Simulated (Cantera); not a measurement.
**Sublimation and decomposition of ceramics: SiC + H2**

Input: 1 mol SiC, a varied amount of H2, at 3073 K and 2.70 Torr.

Method: chemical equilibrium by Gibbs-energy minimisation in Cantera with the NASA 1993 tables (ideal gas, pure condensed phases). Candidate condensed phases: C, C6H6, C7H8, C8H18, Si, SiC; 87 gas species. Kinetics and transport are ignored.

| n(H2) (mol) | x H | x Si | x SiC2 | x C3 | x H2 | x C | x C2 | x Si2C |
|---|---|---|---|---|---|---|---|---|
| 0.056 | 0.0885 | 0.530 | 0.272 | 0.0716 | 0.000729 | 0.0202 | 0.0101 | 0.00310 |
| 0.086 | 0.128 | 0.508 | 0.256 | 0.0696 | 0.00154 | 0.0200 | 0.00993 | 0.00282 |
| 0.13 | 0.180 | 0.479 | 0.235 | 0.0669 | 0.00301 | 0.0197 | 0.00968 | 0.00248 |
| 0.2 | 0.248 | 0.440 | 0.208 | 0.0630 | 0.00572 | 0.0194 | 0.00930 | 0.00205 |
| 0.31 | 0.331 | 0.392 | 0.175 | 0.0580 | 0.0102 | 0.0188 | 0.00880 | 0.00158 |
| 0.47 | 0.418 | 0.339 | 0.141 | 0.0521 | 0.0163 | 0.0182 | 0.00819 | 0.00114 |
| 0.73 | 0.514 | 0.281 | 0.105 | 0.0448 | 0.0246 | 0.0173 | 0.00741 | 0.000743 |
| 1.1 | 0.598 | 0.227 | 0.0757 | 0.0376 | 0.0333 | 0.0163 | 0.00659 | 0.000458 |
| 1.7 | 0.677 | 0.174 | 0.0500 | 0.0298 | 0.0427 | 0.0151 | 0.00565 | 0.000251 |
| 2.6 | 0.741 | 0.131 | 0.0314 | 0.0228 | 0.0511 | 0.0138 | 0.00472 | 0.000129 |
x: gas mole fraction; nothing condenses.

From 0.056 mol H2 to 2.6 mol H2 nothing is condensed. The main Si-bearing gas is Si throughout.
